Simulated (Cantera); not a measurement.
## Diamond growth

A diamond (100) surface in a fixed gas of H2 with x(CH4) = 0.0048, x(H) = 0.016, x(CH3) = 1.1e-05, 135 Torr; coverages are run to steady state.

Cantera simulation using the Harris–Goodwin 1993 mechanism for the reconstructed diamond (100) surface; the numbers are that mechanism's predictions, not measurements.

| T (K) | growth (µm/h) | θ c6HH | θ c6H* | θ c6*H | θ c6** | θ c6HM |
|---|---|---|---|---|---|---|
| 925 | 0.722 | 0.667 | 0.0128 | 0.314 | 0.00553 | 0.000520 |
| 975 | 0.937 | 0.619 | 0.0167 | 0.355 | 0.00823 | 0.000418 |
| 1025 | 1.17 | 0.574 | 0.0212 | 0.393 | 0.0117 | 0.000338 |
| 1075 | 1.42 | 0.531 | 0.0260 | 0.426 | 0.0161 | 0.000275 |
| 1125 | 1.64 | 0.492 | 0.0311 | 0.455 | 0.0213 | 0.000220 |
| 1175 | 1.77 | 0.455 | 0.0364 | 0.480 | 0.0274 | 0.000170 |
| 1225 | 1.75 | 0.422 | 0.0418 | 0.501 | 0.0344 | 0.000121 |
| 1275 | 1.53 | 0.392 | 0.0472 | 0.518 | 0.0422 | 7.59e-5 |
| 1325 | 1.23 | 0.365 | 0.0525 | 0.532 | 0.0507 | 4.15e-5 |
| 1375 | 0.982 | 0.340 | 0.0577 | 0.542 | 0.0599 | 2.04e-5 |
θ: site fractions in the mechanism's names (c6HH fully hydrogenated, c6H* and c6*H radical sites, c6** diradical, c6HM methylated).
